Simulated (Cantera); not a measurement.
Input (Python, Cantera) and output of one run.

```python
import numpy as np
import cantera as ct

gas_names = """
    CL CL2 H HCL H2 N NH NH2 NH3 N2 N2H2 N2H4 Si SiCL SiCL2 SiCL3 SiCL4 SiH SiHCL3 SiH2 SiH2CL2 SiH3
    SiH3CL SiH4 SiN Si2 Si2N Si3
""".split()
cond_names = """
    NH4CL(a) NH4CL(b) Si(cr) Si(L) Si3N4(a)
""".split()


# ... load() reads the species with a 1 bar reference pressure and builds the phases ...
atoms = {
    'SiH2Cl2': {'Si': 1, 'H': 2, 'CL': 2},
    'Cl2': {'CL': 2},
    'N2': {'N': 2},
}
top_T = {'Si3N4(a)': 2400}  # K; cautious upper limits of use, not melting points


# ... equilibrate(T, P, feed) seeds the gas with the atoms and calls Mixture.equilibrate('TP', solver="vcs", rtol=1e-11, max_steps=5000) ...
results = []
feed = {'SiH2Cl2': 1, 'Cl2': 0.0079, 'N2': 13}  # mol
T = 1000  # K
P = 110000  # Pa
mix = equilibrate(T, P, feed)
results.append((T, P, feed, dict(zip(mix.species_names, mix.species_moles))))
x = sorted(zip(gas.X, gas.species_names), reverse=True)
print(f"T = {T:g} K  P = {P:g} Pa  gas = {mix.phase_moles(0):.4g} mol")
print("   x: " + "  ".join(f"{s} {v:.3e}" for v, s in x if v > 0.001))
print("   condensed (mol): " + ("  ".join(f"{mix.phase(i).name} {mix.phase_moles(i):.4g}"
      for i in range(1, mix.n_phases) if mix.phase_moles(i) > 1e-12) or "none"))
```

Result:

```
T = 1000 K  P = 110000 Pa  gas = 14.27 mol
   x: N2 8.746e-01  HCL 7.994e-02  H2 3.009e-02  SiCL4 1.530e-02
   condensed (mol): Si3N4(a) 0.2603
```

Cantera equilibrium calculation (NASA polynomials, part measured and part estimated; ideal gas, pure solids and liquids). N2 is the only nitrogen source here; it is nearly inert below about 1500 K, so the nitride shown seldom forms there in practice.
